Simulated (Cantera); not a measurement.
An adiabatic, constant-pressure homogeneous reactor starts with CH₄ : H₂ : O₂ : N₂ = 1 : 0.077 : 3 : 11.3 (molar parts), equivalence ratio 0.68, at 1650 K and 28.6 atm. Integrator tolerance rtol = 1e-08.

Model: GRI-Mech 3.0 (53 species, 325 reactions), integrated in Cantera. The pressure lies above the range GRI-Mech 3.0 was tuned for (to about 10 atm).

Task: What does this change do: initial temperature 1650 to 1150 K?

Result: 
```tsv
quantity	before	after
time of steepest temperature rise	15.3 µs	1.14 ms
temperature at 0.500 s	2812 K	2460 K
equilibrium temperature	2812 K	2460 K
x(CH₄) at 0.500 s	<1e-12 (gas-phase equilibrium <1e-12)	<1e-12 (gas-phase equilibrium <1e-12)
x(H₂) at 0.500 s	0.00230 (gas-phase equilibrium 0.00230)	0.000506 (gas-phase equilibrium 0.000506)
x(O₂) at 0.500 s	0.0538 (gas-phase equilibrium 0.0538)	0.0567 (gas-phase equilibrium 0.0567)
x(N₂O) at 0.500 s	5.24e-6 (gas-phase equilibrium 5.24e-6)	3.09e-6 (gas-phase equilibrium 3.09e-6)
x(C₂H₂) at 0.500 s	<1e-12 (gas-phase equilibrium <1e-12)	<1e-12 (gas-phase equilibrium <1e-12)
x(C₂H₆) at 0.500 s	<1e-12 (gas-phase equilibrium <1e-12)	<1e-12 (gas-phase equilibrium <1e-12)
```
